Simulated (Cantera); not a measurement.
Feed: 1 mol SiH4, 0.98 mol CO2, at 1773 K and 0.100 bar.

Equilibrium computed with Cantera from the NASA thermochemical tables; the gas is ideal and each condensed phase is pure. Candidate condensed phases: C, C6H6, C7H8, C8H18, H2O, Si, SiC, SiO2; 123 gas species. Mutual solubility and eutectic melting of coexisting phases are not modelled. The tables hold silica as quartz up to 1696 K and as liquid above; real silica turns to tridymite and cristobalite and melts near 1996 K. Equilibrium is a limit: real reactors are often held back by kinetics, nucleation or transport.

Base state: H2 0.607, CO 0.244, SiO 0.148, H 0.000701, H2O 5.26e-5 (mole fractions); condensed: SiC(s) + SiO2(condensed).

What changes in the equilibrium state with this change: CO2 from 0.98 to 15 mol?


```csv
species,before,after
CO2,5.69e-6,0.657
CO,0.244,0.225
H2O,5.26e-5,0.108
H2,0.607,0.00994
SiO,0.148,1.19e-6
OH,3.77e-9,6.02e-5
H,0.000701,8.97e-5
"SiC(s), mol",0.177,0
"SiO2(condensed), mol",0.335,1.000
```
Gases not in the tables: Si(OH)4.

What changes in the equilibrium state with this change: temperature from 1773 K to 1950 K?


```tsv
species	before	after
H2	0.607	0.503
SiO	0.148	0.250
CO	0.244	0.245
H	0.000701	0.00257
Si	4.92e-6	0.000120
SiH	1.50e-6	2.06e-5
SiC(s), mol	0.177	0.00970
SiO2(condensed), mol	0.335	0
```
Gases not in the tables: Si2H6 and higher silanes.
